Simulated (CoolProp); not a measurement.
Methanol along the isobar 8.72 MPa: fugacity coefficient from the reference equation and from simpler models built on Tc = 513.4 K, pc = 8.216 MPa, ω = 0.565; each cubic takes its own stable root.

Model: reference Helmholtz-energy equation of state, de Reuck 1993, in CoolProp.

```csv
T (K),phase,reference
260.2,liquid,0.0002285
275.4,liquid,0.0006170
290.6,liquid,0.001484
305.8,liquid,0.003235
321,liquid,0.006479
336.2,liquid,0.01206
351.4,liquid,0.02107
366.6,liquid,0.03478
381.8,liquid,0.05466
```

How far does each simpler model (van der Waals, Soave-Redlich-Kwong, Peng-Robinson) lie from the reference over these 9 states: mean and median of the absolute difference, and the worst?


- van der Waals: mean 4085.8 %, median 1747.5 %, worst +16276.4 % at 260.2 K and 8.72 MPa
- Soave-Redlich-Kwong: mean 11.5 %, median 8.5 %, worst -32.0 % at 260.2 K and 8.72 MPa
- Peng-Robinson: mean 7.9 %, median 6.2 %, worst -22.4 % at 260.2 K and 8.72 MPa
